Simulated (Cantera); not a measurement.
Charge: 1 mol BF3, 25 mol NH3, at 1500 K and 0.100 bar.

Method: chemical equilibrium by Gibbs-energy minimisation in Cantera with the NASA 1993 tables (ideal gas, pure condensed phases). Candidate condensed phases: B, BN; 31 gas species. The tables' values for BF2 are old estimates; treat these amounts as uncertain. Equilibrium is a limit: real reactors are often held back by kinetics, nucleation or transport.

Base state: H2 0.727, N2 0.242, HF 0.0165, BF3 0.0137, BHF2 0.000463, BF2 0.000119, H 4.75e-5 (mole fractions); condensed: BN(s).

Q: What changes in the equilibrium state with this change: temperature from 1500 K to 1823 K?

A: 
```
species       before     after
----------  --------  --------
H2             0.727     0.722
N2             0.242     0.242
HF            0.0165    0.0198
BF3           0.0137   0.00959
BF           2.82e-6  0.001000
BF2         0.000119   0.00306
BN(s), mol     0.270     0.225
```
